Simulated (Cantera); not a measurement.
Feed: 1 mol Fe(CO)5, 1.7 mol N2, held at 1198.15 K and 101000 Pa.

Cantera equilibrium calculation (NASA polynomials, part measured and part estimated; ideal gas, pure solids and liquids). Candidate condensed phases: C, Fe, Fe(CO)5, FeO, Fe2O3, Fe3O4; 27 gas species. Condensed phases not in the tables: cementite and carbon dissolved in iron. Rates play no part.

Base state: CO 0.733, N2 0.256, CO2 0.0106 (mole fractions); condensed: C(graphite) + Fe(γ).

**Question.** What changes in the equilibrium state with this change: Fe(CO)5 replaced by HgO?

**Answer.** 
| species | before | after |
|---|---|---|
| N2 | 0.256 | 0.531 |
| Hg | 0 | 0.312 |
| O2 | <1e-9 | 0.156 |
| CO | 0.733 | 0 |
| CO2 | 0.0106 | 0 |
| NO | <1e-9 | 0.000137 |
| C(graphite), mol | 0.0700 | 0 |
| Fe(γ), mol | 1.00 | 0 |
Further candidate phases: Hg, HgO.
